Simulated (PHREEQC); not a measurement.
**Brine: an equilibrium model**

Solution (20 °C): 1.2 mol KOH and 0.084 mol K2SO4 per kg of water. Closed to the air; pH follows from the charge balance.

Equilibrium calculation in PHREEQC: Pitzer model, pitzer.dat.

This is a speciation only: nothing precipitates in the calculation.

Question: What pH, density does the model give?

Answer: pH 14.22; density 1.066 g/cm³.

In brines, pH and single-ion activities rest on the MacInnes convention.
